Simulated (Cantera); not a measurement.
A closed system holds: 1 mol trisilylamine, a varied amount of NH3, held at 1348.15 K and 100 Torr.

Cantera equilibrium calculation (NASA polynomials, part measured and part estimated; ideal gas, pure solids and liquids). Candidate condensed phases: Si, Si3N4; 18 gas species. The feed counts by its element totals alone. Mutual solubility and eutectic melting of coexisting phases are not modelled. Equilibrium is a limit: real reactors are often held back by kinetics, nucleation or transport.

### Question
Which condensed phases are stable at each of these points (n(NH3) (mol)): 0.6, 0.84, 1.2, 1.6, 2.3, 3.2, 4.5, 6.3, 8.8, 12, 17, 24?

### Answer
```json
[
 {"n(NH3) (mol)": "0.6", "condensed phases": "Si(s) + Si3N4(s)", "Si condensed (%)": "100.0"},
 {"n(NH3) (mol)": "0.84", "condensed phases": "Si(s) + Si3N4(s)", "Si condensed (%)": "100.0"},
 {"n(NH3) (mol)": "1.2", "condensed phases": "Si(s) + Si3N4(s)", "Si condensed (%)": "100.0"},
 {"n(NH3) (mol)": "1.6", "condensed phases": "Si(s) + Si3N4(s)", "Si condensed (%)": "100.0"},
 {"n(NH3) (mol)": "2.3", "condensed phases": "Si(s) + Si3N4(s)", "Si condensed (%)": "100.0"},
 {"n(NH3) (mol)": "3.2", "condensed phases": "Si3N4(s)", "Si condensed (%)": "100.0"},
 {"n(NH3) (mol)": "4.5", "condensed phases": "Si3N4(s)", "Si condensed (%)": "100.0"},
 {"n(NH3) (mol)": "6.3", "condensed phases": "Si3N4(s)", "Si condensed (%)": "100.0"},
 {"n(NH3) (mol)": "8.8", "condensed phases": "Si3N4(s)", "Si condensed (%)": "100.0"},
 {"n(NH3) (mol)": "12", "condensed phases": "Si3N4(s)", "Si condensed (%)": "100.0"},
 {"n(NH3) (mol)": "17", "condensed phases": "Si3N4(s)", "Si condensed (%)": "100.0"},
 {"n(NH3) (mol)": "24", "condensed phases": "Si3N4(s)", "Si condensed (%)": "100.0"}
]
```

From 0.6 mol NH3 to 2.3 mol NH3 the condensed part is Si(s) + Si3N4(s). From 3.2 mol NH3 to 24 mol NH3 the condensed part is Si3N4(s).
